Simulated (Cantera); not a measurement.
A perfectly stirred reactor is fed with N₂O = 1 (molar parts), at 0.0118 atm; it is held at 1575 K, and followed from long to short residence time.

Computed with Cantera and GRI-Mech 3.0 (53 species, 325 reactions). GRI-Mech 3.0 was tuned for natural gas; its chemistry of N2O as a main component is partial and can be far from experiment. Radical loss at walls, strong at low pressure, is not modelled. The temperature is held fixed by assumption; the heat of reaction is taken as removed at once.

x: mole fraction; the columns are a selection and need not sum to one.

```csv
τ (s),x N₂O,x O,x N₂,x NO₂,x O₂,x NO
5.9,0.0661,0.000139,0.535,…,0.223,0.176
2.5,0.142,0.000140,0.490,…,0.204,0.163
1.1,0.274,0.000141,0.415,…,0.173,0.138
0.47,0.468,0.000141,0.304,…,0.126,0.101
0.20,0.674,0.000142,0.186,…,0.0774,0.0622
0.086,0.828,0.000141,0.0983,…,0.0409,0.0328
0.037,0.918,0.000141,0.0468,…,0.0194,0.0156
0.016,0.963,0.000140,0.0212,…,0.00876,0.00704
0.0068,0.984,0.000138,0.00915,…,0.00375,0.00301
0.0029,0.993,0.000134,0.00388,…,0.00156,0.00126
0.0012,0.997,0.000124,0.00157,…,0.000600,0.000482
```

### Question
Some entries are withheld; supply them.

### Answer

- 5.9, x NO₂: 3.91e-5
- 2.5, x NO₂: 3.37e-5
- 1.1, x NO₂: 2.54e-5
- 0.47, x NO₂: 1.51e-5
- 0.20, x NO₂: 6.92e-6
- 0.086, x NO₂: 2.62e-6
- 0.037, x NO₂: 8.64e-7
- 0.016, x NO₂: 2.49e-7
- 0.0068, x NO₂: 5.88e-8
- 0.0029, x NO₂: 1.18e-8
- 0.0012, x NO₂: 1.88e-9
